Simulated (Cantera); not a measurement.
A closed system holds: 1 mol Al2O3, 0.011 mol Cl2, 2.6 mol H2, at 0.0100 bar.

Cantera equilibrium calculation (NASA polynomials, part measured and part estimated; ideal gas, pure solids and liquids). Candidate condensed phases: Al, AlCl3, Al2O3, H2O; 29 gas species. Condensed phases not in the tables: AlOCl. Kinetics and transport are ignored. All values below are at 798 K.

Base state: H2 0.992, HCl 0.00843 (mole fractions); condensed: Al2O3(s).

Question: What changes in the equilibrium state with this change: Al2O3 replaced by Si?

Answer: 
```tsv
species	before	after
H2	0.992	0.997
HCl	0.00843	0.00146
SiCl4	0	0.00119
SiHCl3	0	0.000716
SiH2Cl2	0	3.47e-5
Al2O3(s), mol	1.00	0
Si(s), mol	0	0.995
```
Further candidate phases: Si.
